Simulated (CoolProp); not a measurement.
The fluid at 298.37 K and 10.5 MPa (liquid) is heated at constant pressure to 419 K. The same conditions are run with several fluids, on thermodynamics alone (safety and materials aside).

Values from CoolProp's reference Helmholtz-energy equation of state of each fluid (CH2F2 (R32): Tillner-Roth 1997; propylene glycol: Eisenbach 2021; trans-2-butene: Lemmon 2005; n-decane: Lemmon 2006; the fluoroketone C6F12O (FK-5-1-12): McLinden 2015).

```json
[
 {"fluid": "CH2F2 (R32)", "heat (kJ/kg)": "314", "final phase": "supercritical", "final density (kg/m³)": "261"},
 {"fluid": "propylene glycol", "heat (kJ/kg)": "340", "final phase": "liquid", "final density (kg/m³)": "942"},
 {"fluid": "trans-2-butene", "heat (kJ/kg)": "310", "final phase": "liquid", "final density (kg/m³)": "460"},
 {"fluid": "n-decane", "heat (kJ/kg)": "292", "final phase": "liquid", "final density (kg/m³)": "646"},
 {"fluid": "the fluoroketone C6F12O (FK-5-1-12)", "heat (kJ/kg)": "136", "final phase": "liquid", "final density (kg/m³)": "1310"}
]
```
